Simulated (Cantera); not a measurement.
Input: 1 mol Fe3O4, 1.7 mol C, 7.1 mol N2, equilibrated at 40.0 mbar.

Method: chemical equilibrium by Gibbs-energy minimisation in Cantera with the NASA 1993 tables (ideal gas, pure condensed phases). Candidate condensed phases: C, Fe, Fe(CO)5, FeO, Fe2O3, Fe3O4; 27 gas species. Each liquid is taken as pure. Mutual solubility and eutectic melting of coexisting phases are not modelled. The tables' stoichiometric FeO is somewhat more stable than real wüstite, so its field is too wide. FeO: taken at fixed stoichiometry. Rates play no part.

x: gas mole fraction; n: condensed amount in mol.

```
T (K)   x N2   x CO      x Fe   x CO2     x FeO      x NO  n Fe(α)  n FeO(s)  n Fe(γ)  n Fe(δ)  n FeO(l)  n Fe(l)
-----  -----  -----  --------  ------  --------  --------  -------  --------  -------  -------  --------  -------
1075   0.807  0.157  1.13e-11  0.0361    <1e-12    <1e-12     1.02      1.98        0        0         0        0
1275   0.807  0.162   1.32e-8  0.0308  5.32e-12  6.45e-11        0      2.03    0.971        0         0        0
1475   0.807  0.166   2.18e-6  0.0273   3.18e-9   6.56e-9        0      2.06    0.940        0         0        0
1675   0.807  0.169       [?]     [?]       [?]       [?]        0         0        0      [?]      2.09        0
1875   0.805  0.173       [?]     [?]       [?]       [?]        0         0        0        0      2.13      [?]
2075   0.790  0.172    0.0205  0.0168  0.000230   2.41e-5        0         0        0        0      2.15    0.667
2275   0.730  0.155    0.0922  0.0198   0.00232  0.000198        0         0        0        0      2.08        0
```

Q: What belongs in the gaps?

A: 
- 1675, x Fe: 0.000104
- 1675, x CO2: 0.0241
- 1675, x FeO: 3.84e-7
- 1675, x NO: 2.12e-7
- 1675, n Fe(δ): 0.911
- 1875, x Fe: 0.00203
- 1875, x CO2: 0.0194
- 1875, x FeO: 1.35e-5
- 1875, x NO: 2.84e-6
- 1875, n Fe(l): 0.853
